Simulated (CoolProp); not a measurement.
R11 at 302.34 K and 0.0185 MPa is compressed adiabatically to 0.061 MPa with isentropic efficiency 0.6. Each further row changes one setting.

Model: reference Helmholtz-energy equation of state, Jacobsen 1992, in CoolProp.

```csv
case,work (kJ/kg),final temperature (K),final density (kg/m³)
as stated,38.4,366.9,(withheld)
efficiency 1,(withheld),342.1,2.98
efficiency 0.65,(withheld),362.2,2.81
```

Problem. Fill in the missing entries.

Solution. 
- as stated, final density (kg/m³): 2.78
- efficiency 1, work (kJ/kg): 23.0
- efficiency 0.65, work (kJ/kg): 35.4
